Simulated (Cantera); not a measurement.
Charge: 1 mol B, 0.087 mol H2O, 50 mol N2, held at 10.0 mbar.

Method: chemical equilibrium by Gibbs-energy minimisation in Cantera with the NASA 1993 tables (ideal gas, pure condensed phases). Candidate condensed phases: B, BN, B2O3, B3O3H3, H2O; 39 gas species. N2 is the only nitrogen source here; it is nearly inert below about 1500 K, so the nitride shown seldom forms there in practice. Mutual solubility and eutectic melting of coexisting phases are not modelled. Equilibrium is a limit: real reactors are often held back by kinetics, nucleation or transport.

Task: Which condensed phases are stable at each of these points (T (°C)): 700, 850, 1000, 1150, 1300, 1450, 1600, 1750, 1900?

Result: 
| T (°C) | condensed phases | B condensed (%) |
|---|---|---|
| 700 | BN(s) + B2O3(l) | 100.0 |
| 850 | BN(s) + B2O3(l) | 100.0 |
| 1000 | BN(s) + B2O3(l) | 99.7 |
| 1150 | BN(s) + B2O3(l) | 94.7 |
| 1300 | BN(s) | 93.9 |
| 1450 | BN(s) | 92.5 |
| 1600 | BN(s) | 91.4 |
| 1750 | BN(s) | 91.3 |
| 1900 | BN(s) | 90.9 |

From 700 °C to 1150 °C the condensed part is BN(s) + B2O3(l). From 1300 °C to 1900 °C the condensed part is BN(s).
